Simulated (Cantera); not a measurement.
# Equilibrium for carbon deposition, reforming and gasification: C2H2 + H2O + O2

Charge: 1 mol C2H2, 0.022 mol H2O, 0.12 mol O2, held at 23.0 Pa.

Method: chemical equilibrium by Gibbs-energy minimisation in Cantera with the NASA 1993 tables (ideal gas, pure condensed phases). Candidate condensed phases: C, C6H6, C7H8, C8H18, H2O; 131 gas species. Ions and electrons are included (thermal ionisation). Kinetics and transport are ignored.

```json
[
 {"T (°C)": "2227", "x H": "0.689", "x C": "0.000724", "x H2": "0.173", "x CO": "0.133", "x C3": "0.00216", "x C2": "0.000199", "x O": "2.79e-10", "n C(graphite)": "1.71"},
 {"T (°C)": "2477", "x H": "0.764", "x C": "0.0164", "x H2": "0.0287", "x CO": "0.106", "x C3": "0.0734", "x C2": "0.00709", "x O": "1.17e-9", "n C(graphite)": "1.09"},
 {"T (°C)": "2727", "x H": "0.648", "x C": "0.101", "x H2": "0.00388", "x CO": "0.0843", "x C3": "0.131", "x C2": "0.0290", "x O": "8.19e-9", "n C(graphite)": "0"},
 {"T (°C)": "2977", "x H": "0.567", "x C": "0.280", "x H2": "0.000717", "x CO": "0.0729", "x C3": "0.0449", "x C2": "0.0338", "x O": "7.53e-8", "n C(graphite)": "0"},
 {"T (°C)": "3227", "x H": "0.516", "x C": "0.400", "x H2": "0.000176", "x CO": "0.0662", "x C3": "0.00378", "x C2": "0.0137", "x O": "8.72e-7", "n C(graphite)": "0"},
 {"T (°C)": "3477", "x H": "0.507", "x C": "0.423", "x H2": "5.89e-5", "x CO": "0.0651", "x C3": "0.000207", "x C2": "0.00376", "x O": "1.01e-5", "n C(graphite)": "0"},
 {"T (°C)": "3727", "x H": "0.506", "x C": "0.428", "x H2": "2.32e-5", "x CO": "0.0648", "x C3": "1.45e-5", "x C2": "0.00113", "x O": "9.01e-5", "n C(graphite)": "0"},
 {"T (°C)": "3977", "x H": "0.505", "x C": "0.429", "x H2": "1.02e-5", "x CO": "0.0641", "x C3": "1.36e-6", "x C2": "0.000383", "x O": "0.000625", "n C(graphite)": "0"},
 {"T (°C)": "4227", "x H": "0.504", "x C": "0.431", "x H2": "4.88e-6", "x CO": "0.0612", "x C3": "1.66e-7", "x C2": "0.000147", "x O": "0.00337", "n C(graphite)": "0"},
 {"T (°C)": "4477", "x H": "0.498", "x C": "0.435", "x H2": "2.49e-6", "x CO": "0.0508", "x C3": "2.59e-8", "x C2": "6.33e-5", "x O": "0.0131", "n C(graphite)": "0"},
 {"T (°C)": "4727", "x H": "0.488", "x C": "0.444", "x H2": "1.32e-6", "x CO": "0.0308", "x C3": "5.02e-9", "x C2": "3.02e-5", "x O": "0.0317", "n C(graphite)": "0"}
]
```
x: gas mole fraction; n: condensed amount in mol.

From 2227 °C to 2477 °C the condensed part is C(graphite). From 2727 °C to 4727 °C nothing is condensed. The main C-bearing gas is CO at 2227 °C and C at 4727 °C.
